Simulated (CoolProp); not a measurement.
Values from CoolProp's reference Helmholtz-energy equation of state, Lemmon 2006. It is a short technical equation, of lower accuracy than the large ones.

For toluene, give the phase and the cp (kJ/(kg K)), speed of sound (m/s), viscosity (µPa s) at 176.65 °C and 0.137 MPa; 340.45 °C and 1.24 MPa.


- 176.65 °C and 0.137 MPa: gas; cp 1.72, speed of sound 201, viscosity 10.3
- 340.45 °C and 1.24 MPa: gas; cp 2.25, speed of sound 217, viscosity 14.2

Viscosity comes from a separate model (Avgeri 2015).
